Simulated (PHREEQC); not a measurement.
A solution holds 0.8 mol/kgw FeCl2, at 25 °C. Closed to the air; pH follows from the charge balance.

Model: ion-association model, phreeqc.dat, run in PHREEQC.

Question: The ionic strength comes out as 2.15 mol/kgw. What activity coefficients do Cl-, FeOH+, FeCl+, Fe+2, H+ get?

Answer: Cl- 0.58, FeOH+ 0.60, FeCl+ 1.1, Fe+2 0.17, H+ 0.72.

This is a speciation only: nothing precipitates in the calculation. Ionic strength above about 0.7 mol/kgw puts this run outside the model's range.
